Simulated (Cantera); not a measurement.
A closed system holds: 1 mol Pb, 0.075 mol CO, 3 mol H2, at 1.30 mbar.

Method: chemical equilibrium by Gibbs-energy minimisation in Cantera with the NASA 1993 tables (ideal gas, pure condensed phases). Candidate condensed phases: C, C6H6, C7H8, C8H18, H2O, Pb, PbO, PbO2, Pb3O4; 113 gas species. The numbers say what is thermodynamically allowed, not how fast it happens.

x: gas mole fraction; n: condensed amount in mol.

```tsv
T (K)	x H2	x Pb	x CO	x CH4	x H2O	x CO2	x H	n Pb(l)
700	0.967	8.57e-7	0.0142	0.00949	0.00833	?	<1e-12	1.000
800	0.974	4.73e-5	0.0232	0.00112	0.00102	?	7.93e-11	1.000
900	0.974	0.00105	0.0242	0.000174	0.000165	?	3.20e-9	0.997
1000	0.963	0.0125	0.0240	3.77e-5	3.64e-5	?	6.18e-8	0.961
1100	0.885	0.0932	0.0221	9.23e-6	9.00e-6	?	6.74e-7	0.684
1200	0.736	0.245	0.0184	2.27e-6	2.24e-6	?	4.70e-6	0
1300	0.736	0.245	0.0184	9.37e-7	9.49e-7	?	2.63e-5	0
1400	0.736	0.245	0.0184	4.15e-7	4.80e-7	?	0.000116	0
1500	0.736	0.245	0.0184	1.78e-7	3.07e-7	?	0.000419	0
```

**Question.** Some entries are withheld; supply them.

**Answer.** 
- 700, x CO2: 0.00115
- 800, x CO2: 0.000102
- 900, x CO2: 9.40e-6
- 1000, x CO2: 1.30e-6
- 1100, x CO2: 2.22e-7
- 1200, x CO2: 4.08e-8
- 1300, x CO2: 1.35e-8
- 1400, x CO2: 5.53e-9
- 1500, x CO2: 2.96e-9
